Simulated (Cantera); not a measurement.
An isothermal, constant-pressure homogeneous reactor starts with C2H4 : H2 = 1 : 2.1 (molar parts), at 1500 K and 2670 Pa. Integrator tolerance rtol = 1e-08.

Computed with Cantera and GRI-Mech 3.0 (53 species, 325 reactions). GRI-Mech 3.0 was tuned for natural gas; its chemistry of ethylene as a main component is partial and can be far from experiment. GRI-Mech 3.0 stops at C3 and has no aromatics, soot or wall deposition, so with more carbon than oxygen in the feed, carbon stays in small species such as C2H2 where larger ones or solid carbon would form. Radical loss at walls, strong at low pressure, is not modelled.

Question: What does this change do: temperature 1500 to 1825 K?

Answer: 
```json
[
 {"quantity": "x(C2H4) at 4.00 s", "before": "0.00137 (gas-phase equilibrium 0.00136)", "after": "9.58e-5 (gas-phase equilibrium 9.58e-5)"},
 {"quantity": "x(H2) at 4.00 s", "before": "0.755 (gas-phase equilibrium 0.750)", "after": "0.754 (gas-phase equilibrium 0.754)"},
 {"quantity": "x(C2H6) at 4.00 s", "before": "1.30e-7 (gas-phase equilibrium 2.35e-7)", "after": "1.90e-9 (gas-phase equilibrium 2.19e-9)"},
 {"quantity": "x(CH3) at 4.00 s", "before": "1.85e-6 (gas-phase equilibrium 1.82e-5)", "after": "2.34e-5 (gas-phase equilibrium 2.60e-5)"},
 {"quantity": "x(CH4) at 4.00 s", "before": "0.000720 (gas-phase equilibrium 0.00720)", "after": "0.000372 (gas-phase equilibrium 0.000414)"},
 {"quantity": "x(C2H) at 4.00 s", "before": "5.79e-8 (gas-phase equilibrium 5.68e-8)", "after": "7.40e-6 (gas-phase equilibrium 7.40e-6)"}
]
```

Question: What does this change do: temperature 1500 to 1300 K?

Answer: 
```json
[
 {"quantity": "x(C2H4) at 4.00 s", "before": "0.00137 (gas-phase equilibrium 0.00136)", "after": "0.0486 (gas-phase equilibrium 0.0114)"},
 {"quantity": "x(H2) at 4.00 s", "before": "0.755 (gas-phase equilibrium 0.750)", "after": "0.742 (gas-phase equilibrium 0.698)"},
 {"quantity": "x(C2H6) at 4.00 s", "before": "1.30e-7 (gas-phase equilibrium 2.35e-7)", "after": "3.72e-5 (gas-phase equilibrium 1.07e-5)"},
 {"quantity": "x(CH3) at 4.00 s", "before": "1.85e-6 (gas-phase equilibrium 1.82e-5)", "after": "8.03e-7 (gas-phase equilibrium 1.19e-5)"},
 {"quantity": "x(CH4) at 4.00 s", "before": "0.000720 (gas-phase equilibrium 0.00720)", "after": "0.00314 (gas-phase equilibrium 0.0740)"},
 {"quantity": "x(C2H) at 4.00 s", "before": "5.79e-8 (gas-phase equilibrium 5.68e-8)", "after": "1.16e-9 (gas-phase equilibrium 7.91e-10)"}
]
```
